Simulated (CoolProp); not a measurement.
Methanol at 293.15 K and 1.79 MPa is throttled through a valve to 0.171 MPa with no heat exchange. Each further row changes one setting.

Values from CoolProp's reference Helmholtz-energy equation of state, de Reuck 1993.

```csv
case,temperature change (K),final density (kg/m³)
as stated,+0.5,791
outlet pressure 0.0513 MPa,+0.6,790
outlet pressure 0.222 MPa,+0.5,791
```
